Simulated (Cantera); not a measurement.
Gas mixture: 43.1 % NH3, 56.9 % N2, at 101000 Pa, frozen composition.

Cantera's kinetic-theory transport with the Lennard-Jones parameters of GRI-Mech 3.0, ideal gas; thermal conductivity in the multicomponent form. Polar gases are described roughly by these parameters. The composition is frozen, though it would react at the higher temperatures.

D: mixture-averaged diffusion coefficient of that species in the mixture.

```json
[
 {"T (K)": "400", "ρ (kg/m³)": "0.709", "cp (J/kg/K)": "1432", "μ (µPa s)": "18.8", "λ (mW/m/K)": "39.0", "Pr": "0.693", "D (cm²/s) NO": "0.354", "D (cm²/s) H2": "1.30", "D (cm²/s) NH3": "(withheld)"},
 {"T (K)": "600", "ρ (kg/m³)": "0.473", "cp (J/kg/K)": "1575", "μ (µPa s)": "26.2", "λ (mW/m/K)": "60.2", "Pr": "0.684", "D (cm²/s) NO": "0.722", "D (cm²/s) H2": "2.60", "D (cm²/s) NH3": "(withheld)"},
 {"T (K)": "800", "ρ (kg/m³)": "0.355", "cp (J/kg/K)": "1716", "μ (µPa s)": "32.7", "λ (mW/m/K)": "82.3", "Pr": "0.682", "D (cm²/s) NO": "1.18", "D (cm²/s) H2": "4.23", "D (cm²/s) NH3": "(withheld)"},
 {"T (K)": "1000", "ρ (kg/m³)": "0.284", "cp (J/kg/K)": "1847", "μ (µPa s)": "38.7", "λ (mW/m/K)": "105", "Pr": "0.681", "D (cm²/s) NO": "1.73", "D (cm²/s) H2": "6.14", "D (cm²/s) NH3": "(withheld)"},
 {"T (K)": "1200", "ρ (kg/m³)": "0.236", "cp (J/kg/K)": "1953", "μ (µPa s)": "44.1", "λ (mW/m/K)": "127", "Pr": "0.681", "D (cm²/s) NO": "2.35", "D (cm²/s) H2": "8.31", "D (cm²/s) NH3": "(withheld)"},
 {"T (K)": "1400", "ρ (kg/m³)": "0.203", "cp (J/kg/K)": "2041", "μ (µPa s)": "49.3", "λ (mW/m/K)": "148", "Pr": "0.680", "D (cm²/s) NO": "3.04", "D (cm²/s) H2": "10.7", "D (cm²/s) NH3": "(withheld)"}
]
```

**Question.** Complete the blanks.

**Answer.** 
- 400, D (cm²/s) NH3: 0.382
- 600, D (cm²/s) NH3: 0.803
- 800, D (cm²/s) NH3: 1.33
- 1000, D (cm²/s) NH3: 1.97
- 1200, D (cm²/s) NH3: 2.68
- 1400, D (cm²/s) NH3: 3.49
